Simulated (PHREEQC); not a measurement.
Make-up at 70 °C: 0.032 mol (CH3)4NF per kg of water. Closed to the air; pH follows from the charge balance.

All values are PHREEQC results (ion-association model, phreeqc.dat), not measurements.

Precipitation was switched off in this run.

### Question
Predict the pH.

### Answer
pH 7.37.

Species that the database lacks are ignored. (CH3)4N+ isn't in the database: it is added as a free cation with an ion size of 4 Å. Away from 25 °C the constants follow the database's enthalpies or fits; those with neither stay at their 25 °C values.
